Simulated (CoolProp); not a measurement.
Vapour-liquid equilibrium of hydrogen sulfide (1) + n-pentane (2) at -34.45 °C; x and y are mole fractions of (1).

Computed with CoolProp (multi-fluid Helmholtz-energy mixture model, Lemmon 2006 and Thol 2019; pair parameters Kunz 2012).

```tsv
x	bubble pressure, mixture model (MPa)	bubble pressure, Raoult's law (MPa)	y, mixture model	y, Raoult's law
0.05	0.02988	0.01974	0.875	0.813
0.15	0.09147	0.05145	0.963	0.936
0.25	0.1506	0.08316	0.979	0.965
0.35	0.1955	0.1149	0.985	0.978
0.45	0.2242	0.1466	0.988	0.985
0.55	0.2414	0.1783	0.990	0.990
0.65	0.2532	0.2100	0.991	0.994
0.75	0.2653	0.2417	0.992	0.996
0.85	0.2819	0.2734	0.994	0.998
0.95	0.3059	0.3051	0.998	0.999
```

The largest gap from Raoult's law is +81.1 % in bubble pressure, at x = 0.25. No azeotrope shows between x = 0.05 and 0.95.

The pair parameters rest on a limited set of measurements; away from them the model extrapolates. With so large a gap from Raoult's law the liquid may split in two, which this calculation doesn't test in full.
